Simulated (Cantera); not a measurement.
A freely propagating, adiabatic, planar premixed flame of CH₄ : C₂H₆ : C₃H₈ : O₂ : N₂ = 1 : 0.079 : 0.72 : 7.17 : 26.9 (molar parts), unburnt at 550 K and 7500 Torr; multicomponent transport, grid criteria slope 0.08 and curve 0.16, no radiation.

Model: GRI-Mech 3.0 (53 species, 325 reactions), integrated in Cantera. GRI-Mech 3.0 was tuned for natural gas; its chemistry of propane as a main component is partial and can be far from experiment. Burning velocities carry a grid error of a few per cent, more on coarse grids.

x: mole fraction of selected species; z is measured from the peak of heat release.

| z (mm) | T (K) | u (m/s) | x CH₄ | x C₂H₆ | x C₃H₈ | x C₂H | x N₂O | x H₂O |
|---|---|---|---|---|---|---|---|---|
| -0.179 | 550 | 0.494 | 0.0279 | 0.00220 | 0.0201 | <1e-8 | <1e-8 | 0.000112 |
| -0.119 | 556 | 0.499 | 0.0277 | 0.00220 | 0.0200 | <1e-8 | <1e-8 | 0.00107 |
| -0.0895 | 571 | 0.514 | 0.0273 | 0.00219 | 0.0200 | <1e-8 | <1e-8 | 0.00344 |
| -0.0597 | 653 | 0.590 | 0.0257 | 0.00214 | 0.0196 | <1e-8 | 1.90e-8 | 0.0136 |
| -0.0298 | 1033 | 0.949 | 0.0183 | 0.00173 | 0.0141 | <1e-8 | 1.57e-7 | 0.0519 |
| -0.0149 | 1413 | 1.32 | 0.0108 | 0.00102 | 0.00508 | <1e-8 | 3.70e-7 | 0.0859 |
| 0 | 1798 | 1.69 | 0.00268 | 7.46e-5 | 0.000105 | 3.99e-7 | 7.48e-7 | 0.117 |
| 0.0149 | 1983 | 1.85 | 0.000155 | 1.41e-7 | 2.46e-8 | 1.61e-7 | 1.24e-6 | 0.129 |
| 0.0298 | 2068 | 1.92 | … | <1e-8 | <1e-8 | <1e-8 | … | 0.131 |
| 0.0597 | 2155 | 1.99 | <1e-8 | <1e-8 | <1e-8 | <1e-8 | 1.79e-6 | 0.134 |
| 0.119 | 2218 | 2.04 | <1e-8 | <1e-8 | <1e-8 | <1e-8 | 1.60e-6 | 0.137 |
| 0.239 | 2247 | 2.06 | <1e-8 | <1e-8 | <1e-8 | <1e-8 | … | 0.139 |
| 0.477 | 2254 | 2.07 | <1e-8 | <1e-8 | <1e-8 | <1e-8 | 9.32e-7 | 0.139 |

Q: Complete the blanks.

A: 
- 0.0298, x CH₄: 4.78e-6
- 0.0298, x N₂O: 1.58e-6
- 0.239, x N₂O: 1.13e-6
